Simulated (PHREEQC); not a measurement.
Dissolve 0.0042 mol TMAH and 0.0031 mol Na2SiO3 per kg of water at 25 °C. Closed to the air; pH follows from the charge balance.

Model: ion-association model, wateq4f.dat, run in PHREEQC.

This is a speciation only: nothing precipitates in the calculation.

Q: Order these Si species by the share of Si that they hold, largest first: H2SiO4-2, H4SiO4, H3SiO4-.

A: H3SiO4- (94 %), H2SiO4-2 (5.5 %), H4SiO4 (0.89 %)

The pH is 11.81 and the ionic strength 0.0106 mol/kgw. Species that the database lacks are ignored. (CH3)4N+ isn't in the database: it is added as a free cation with an ion size of 4 Å.
